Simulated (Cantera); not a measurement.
Input: 1 mol Cu₂O, 2400 mol H₂, equilibrated at 2.40 mbar.

These are equilibrium values from Cantera (NASA tables, ideal gas, pure condensed phases), not measurements of a reactor. Candidate condensed phases: Cu, CuO, Cu(OH)₂, Cu₂O, H₂O; 12 gas species. The numbers say what is thermodynamically allowed, not how fast it happens.

What share of the Cu ends up in condensed phases as a function of T (K), at 648, 748, 848, 948, 1048, 1148, 1248, 1348, 1448?


```json
[
 {"T (K)": "648", "Cu condensed (%)": "100.0", "as": "Cu(s)"},
 {"T (K)": "748", "Cu condensed (%)": "100.0", "as": "Cu(s)"},
 {"T (K)": "848", "Cu condensed (%)": "100.0", "as": "Cu(s)"},
 {"T (K)": "948", "Cu condensed (%)": "100.0", "as": "Cu(s)"},
 {"T (K)": "1048", "Cu condensed (%)": "100.0", "as": "Cu(s)"},
 {"T (K)": "1148", "Cu condensed (%)": "99.9", "as": "Cu(s)"},
 {"T (K)": "1248", "Cu condensed (%)": "97.8", "as": "Cu(s)"},
 {"T (K)": "1348", "Cu condensed (%)": "76.6", "as": "Cu(s)"},
 {"T (K)": "1448", "Cu condensed (%)": "0.0", "as": "-"}
]
```
